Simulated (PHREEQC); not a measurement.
# Acid rinse or clean: an equilibrium model

Solution (21 °C): 0.16 mol/kgw HNO3 and 5.3e-05 mol/kgw ZnSO4. Closed to the air; pH follows from the charge balance.

All values are PHREEQC results (ion-association model, wateq4f.dat), not measurements.

Each row changes one thing in this solution. No solid was allowed to form.

```csv
case,pH,HSO4- (mol/kgw),SO4-2 (mol/kgw),ZnSO4 (mol/kgw),SI of Goslarite (ZnSO4:7H2O),SI of Zincite(c) (ZnO)
as made,0.89,4.41e-5,8.93e-6,1.16e-8,-8.30,-14.31
0.0051 mol/kgw H3PO4 added,0.89,4.41e-5,8.92e-6,1.16e-8,-8.30,-14.31
HNO3 replaced by Zn(NO3)2 at the same molality,5.23,3.16e-9,1.93e-5,3.37e-5,-4.81,-2.28
HNO3 from 0.16 to 1.6 mol/kgw,-0.07,5.07e-5,2.29e-6,4.45e-10,-9.73,-16.53
HNO3 replaced by NaNO3 at the same molality,6.79,2.62e-10,4.24e-5,5.51e-8,-7.62,-2.51
temperature from 21 to 10 °C,0.89,4.24e-5,1.06e-5,1.30e-8,-8.12,-14.94
```

The ionic strength passes 0.7 mol/kgw, the rough limit of the ion-association models, in HNO3 from 0.16 to 1.6 mol/kgw. H3PO4, which wateq4f.dat lacks, is added to it with the constant of phreeqc.dat. At this temperature some constants are extrapolated from 25 °C, and those without enthalpy data are left unchanged. The database has no phosphate complexes of Zn.
